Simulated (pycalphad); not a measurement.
Source of the numbers: pycalphad with the COST 507 light-alloy database (1999); pressure 1 atm. No gas phase is included, though pure Si would boil below 2952 °C. The data set is of 1999 and partly superseded. Phase fractions are per mole of atoms.

Q: Give the equilibrium state of Si-52.57C (at.%) at 2127 °C.

A: CSI, fraction 0.949, with 50.0 C at.%; graphite, fraction 0.051, with 100 C at.%.

Q: Give the equilibrium state of Si-52.57C (at.%) at 2952 °C.

A: liquid, fraction 0.605, with 21.6 C at.%; graphite, fraction 0.395, with 100 C at.%.

Database names, with the compositions (at.%) that they take in these runs: CSI: Si 50 C 50.
